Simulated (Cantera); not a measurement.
Input: 1 mol Si, 0.0031 mol O2, 2.4 mol H2, 0.66 mol H2O, equilibrated at 1173.15 K and 0.0100 bar.

These are equilibrium values from Cantera (NASA tables, ideal gas, pure condensed phases), not measurements of a reactor. Candidate condensed phases: H2O, Si, SiO2; 18 gas species. Mutual solubility and eutectic melting of coexisting phases are not modelled. The tables hold silica as quartz up to 1696 K and as liquid above; real silica turns to tridymite and cristobalite and melts near 1996 K. Kinetics and transport are ignored.

Base state: H2 1.000, SiO 2.43e-5 (mole fractions); condensed: Si(s) + SiO2(β-quartz).

Question: What changes in the equilibrium state with this change: Si replaced by SiC?

Answer: 
| species | before | after |
|---|---|---|
| H2 | 1.000 | 0.997 |
| CO | 0 | 0.00272 |
| CH4 | 0 | 0.000193 |
| SiO | 2.43e-5 | 9.18e-7 |
| Si(s), mol | 0.667 | 0 |
| SiO2(β-quartz), mol | 0.333 | 0.329 |
| C(graphite), mol | 0 | 0.320 |
| SiC(s), mol | 0 | 0.671 |
Further candidate phases: C, C6H6, C7H8, C8H18, SiC.
